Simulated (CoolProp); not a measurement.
R1132(E) at several states: fugacity coefficient from the reference equation and from simpler models built on Tc = 75.7 °C, pc = 5174 kPa, ω = 0.245; each cubic takes its own stable root.

Values from CoolProp's reference Helmholtz-energy equation of state, Akasaka 2024.

```json
[
 {"T (°C)": "109.65", "p (kPa)": "715", "phase": "gas", "reference": "0.9655"},
 {"T (°C)": "49.75", "p (kPa)": "6500", "phase": "liquid", "reference": "0.3781"},
 {"T (°C)": "-0.85", "p (kPa)": "6500", "phase": "liquid", "reference": "0.1258"},
 {"T (°C)": "98.65", "p (kPa)": "6500", "phase": "supercritical", "reference": "0.6668"},
 {"T (°C)": "23.65", "p (kPa)": "26.9", "phase": "gas", "reference": "0.9969"},
 {"T (°C)": "103.45", "p (kPa)": "1550", "phase": "gas", "reference": "0.9214"}
]
```

Task: How far does each simpler model (van der Waals, Redlich-Kwong, Soave-Redlich-Kwong, Peng-Robinson) lie from the reference over these 6 states: mean and median of the absolute difference, and the worst?

Result: 
- van der Waals: mean 24.9 %, median 1.0 %, worst +119.2 % at -0.85 °C and 6500 kPa
- Redlich-Kwong: mean 7.5 %, median 0.4 %, worst +33.7 % at -0.85 °C and 6500 kPa
- Soave-Redlich-Kwong: mean 1.5 %, median 0.7 %, worst +3.9 % at 49.75 °C and 6500 kPa
- Peng-Robinson: mean 0.8 %, median 0.4 %, worst -2.6 % at 98.65 °C and 6500 kPa
